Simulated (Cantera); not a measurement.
A closed system holds: 1 mol MgO, a varied amount of CH4, 2.6 mol CO, at 1773 K and 21.0 Pa.

Method: chemical equilibrium by Gibbs-energy minimisation in Cantera with the NASA 1993 tables (ideal gas, pure condensed phases). Candidate condensed phases: C, C6H6, C7H8, C8H18, H2O, Mg, MgCO3, MgO, Mg(OH)2; 116 gas species. Kinetics and transport are ignored.

Task: Which condensed phases are stable at each of these points (n(CH4) (mol)): 0.32, 0.42, 0.55, 0.72, 0.94, 1.2, 1.6?

Result: 
```csv
n(CH4) (mol),condensed phases,Mg condensed (%)
0.32,MgO(s),65.1
0.42,MgO(s),55.1
0.55,MgO(s),42.1
0.72,MgO(s),24.9
0.94,MgO(s),2.6
1.2,C(graphite),0.0
1.6,C(graphite),0.0
```

From 0.32 mol CH4 to 0.94 mol CH4 the condensed part is MgO(s). From 1.2 mol CH4 to 1.6 mol CH4 the condensed part is C(graphite).
